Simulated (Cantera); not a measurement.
Charge: 1 mol CsOH, 1.8 mol H2, 1.1 mol H2O, equilibrated at 1150 K and 5930 Torr.

These are equilibrium values from Cantera (NASA tables, ideal gas, pure condensed phases), not measurements of a reactor. Candidate condensed phases: Cs, CsOH, H2O; 15 gas species. Rates play no part.

Base state: H2 0.591, H2O 0.361, CsOH 0.0424, Cs2(OH)2 0.00536, Cs 0.000164 (mole fractions); condensed: CsOH(l).

Q: What changes in the equilibrium state with this change: pressure from 5930 Torr to 100 Torr?

A: 
```
species         before    after
------------  --------  -------
H2               0.591    0.457
H2O              0.361    0.290
CsOH            0.0424    0.242
Cs            0.000164  0.00793
Cs2(OH)2       0.00536  0.00296
CsOH(l), mol     0.838        0
```

Q: What changes in the equilibrium state with this change: pressure from 5930 Torr to 0.135 Torr?

A: 
| species | before | after |
|---|---|---|
| H2 | 0.591 | 0.391 |
| H2O | 0.361 | 0.365 |
| CsOH | 0.0424 | 0.148 |
| Cs | 0.000164 | 0.0965 |
| Cs2(OH)2 | 0.00536 | 1.48e-6 |
| CsOH(l), mol | 0.838 | 0 |

Q: What changes in the equilibrium state with this change: CsOH replaced by MgSO4?

A: 
```json
[
 {"species": "H2O", "before": "0.361", "after": "0.745"},
 {"species": "SO2", "before": "0", "after": "0.186"},
 {"species": "H2S", "before": "0", "after": "0.0434"},
 {"species": "H2", "before": "0.591", "after": "0.00334"},
 {"species": "CsOH", "before": "0.0424", "after": "0"},
 {"species": "S2", "before": "0", "after": "0.0196"},
 {"species": "Cs2(OH)2", "before": "0.00536", "after": "0"},
 {"species": "S2O", "before": "0", "after": "0.00208"},
 {"species": "Cs", "before": "0.000164", "after": "0"},
 {"species": "SO", "before": "0", "after": "4.28e-5"},
 {"species": "SH", "before": "0", "after": "2.14e-5"},
 {"species": "CsOH(l), mol", "before": "0.838", "after": "0"},
 {"species": "MgO(s), mol", "before": "0", "after": "1.00"}
]
```
Gases not in the tables: S3 to S7. Further candidate phases: H2SO4, Mg, MgO, Mg(OH)2, MgS, MgSO4, S.
